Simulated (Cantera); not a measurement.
Mixture: CH4 : O2 : N2 : CO2 = 1 : 2.99 : 11.2 : 3 (molar parts), at 1.18 atm, adiabatic and at constant pressure. Ignition delay is the time to a rise of 400 K.

Model: GRI-Mech 3.0 (53 species, 325 reactions), integrated in Cantera.

Question: Predict: delay at 1100 K; delay at 1300 K; delay at 1500 K; delay at 1700 K; delay at 1900 K; apparent activation energy between 1700 and 1900 K.

Answer: 
| Quantity | Value |
|---|---|
| delay at 1100 K | 0.181 s |
| delay at 1300 K | 11.0 ms |
| delay at 1500 K | 1.14 ms |
| delay at 1700 K | 0.213 ms |
| delay at 1900 K | 63.8 µs |
| apparent activation energy between 1700 and 1900 K | 160 kJ/mol |
